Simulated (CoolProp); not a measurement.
Vapour-liquid equilibrium of R1234yf (1) + R1234ze(E) (2) at 0.0706 MPa; x and y are mole fractions of (1).

The numbers come from the multi-fluid Helmholtz-energy mixture model, Lemmon 2022 and Thol 2016; pair parameters Bell 2022 in CoolProp.

```csv
x,bubble temperature (K),y at the bubble point,dew temperature at overall composition x (K),liquid density (mol/L)
0.05,245.4,0.081,245.7,11.53
0.2,243.5,0.291,244.3,11.50
0.35,241.8,0.465,242.9,11.46
0.5,240.2,0.614,241.4,11.42
0.65,238.8,0.746,239.8,11.38
0.8,237.5,0.863,238.2,11.33
0.95,236.2,0.968,236.4,11.28
```

No azeotrope shows between x = 0.05 and 0.95.

The pair parameters rest on a limited set of measurements; away from them the model extrapolates.
